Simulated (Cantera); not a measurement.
**Gas activation for diamond growth**

An isothermal, constant-pressure homogeneous reactor starts with 0.268 % CH4, 95.6 % H2, 0.411 % O2, 3.73 % N2, at 2648 K and 0.0133 bar.

Cantera simulation using GRI-Mech 3.0 (53 species, 325 reactions); the numbers are that mechanism's predictions, not measurements. Radical loss at walls, strong at low pressure, is not modelled.

| t (s) | x CH4 | x H2 | x O2 | x O | x H | x C2H4 |
|---|---|---|---|---|---|---|
| 5.00e-6 | 0.00266 | 0.956 | 0.00411 | 3.00e-8 | 3.30e-5 | 1.07e-11 |
| 1.68e-5 | 0.00264 | 0.956 | 0.00410 | 1.41e-7 | 0.000136 | 3.50e-10 |
| 5.61e-5 | 0.00261 | 0.955 | 0.00406 | 6.15e-7 | 0.000575 | 5.61e-9 |
| 0.000188 | 0.00253 | 0.953 | 0.00376 | 2.40e-6 | 0.00239 | 5.82e-8 |
| 0.000630 | 0.00219 | 0.943 | 0.00145 | 4.27e-6 | 0.0104 | 7.55e-7 |
| 0.00211 | 0.00166 | 0.930 | 2.76e-7 | 7.40e-7 | 0.0226 | 2.05e-6 |
| 0.00707 | 0.000607 | 0.912 | 8.28e-9 | 2.44e-6 | 0.0412 | 9.59e-7 |
| 0.0237 | 8.56e-5 | 0.891 | 1.68e-8 | 5.43e-6 | 0.0639 | 9.88e-8 |
| 0.0794 | 3.55e-6 | 0.850 | 3.16e-8 | 1.28e-5 | 0.107 | 1.48e-9 |
| 0.266 | 1.48e-12 | 0.755 | 1.29e-7 | 5.22e-5 | 0.204 | <1e-12 |
| 0.891 | <1e-12 | 0.653 | 3.57e-7 | 0.000141 | 0.308 | <1e-12 |
| 2.98 | <1e-12 | 0.638 | 4.05e-7 | 0.000160 | 0.324 | <1e-12 |
| 10.0 | <1e-12 | 0.638 | 4.05e-7 | 0.000160 | 0.324 | <1e-12 |
x: mole fraction; the columns are a selection and need not sum to one.

Equilibrium at this temperature and pressure: CH4 <1e-12, H2 0.638, O2 4.05e-7, O 0.000160, H 0.324, C2H4 <1e-12 (gas phase only).
